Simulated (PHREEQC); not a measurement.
Make-up at 66 °C: 0.86 mol HF and 0.00018 mol KF per kg of water. Closed to the air; pH follows from the charge balance.

All values are PHREEQC results (ion-association model, phreeqc.dat), not measurements.

This is a speciation only: nothing precipitates in the calculation.

### Question
Order these F species by the share of F that they hold, largest first: HF, HF2-, F-.

### Answer
HF (92 %), HF2- (7.1 %), F- (1.0 %)

The pH is 1.48 and the ionic strength 0.0394 mol/kgw. Constants without temperature data keep their 25 °C values here.
